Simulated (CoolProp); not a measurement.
Properties of propylene at several states.

Model: reference Helmholtz-energy equation of state, Lemmon 2013, in CoolProp.

```
T (°C)   p (MPa)   phase  cp (kJ/(kg K))  speed of sound (m/s)
-------  -------  ------  --------------  --------------------
64.35       10.6  liquid           2.749                 638.7
-95.55    0.0745  liquid           2.075                  1496
-24.05     0.029     gas           1.366                 238.8
-131.35    0.986  liquid           2.067                  1721
-18.15     0.205     gas           1.457                 233.8
```
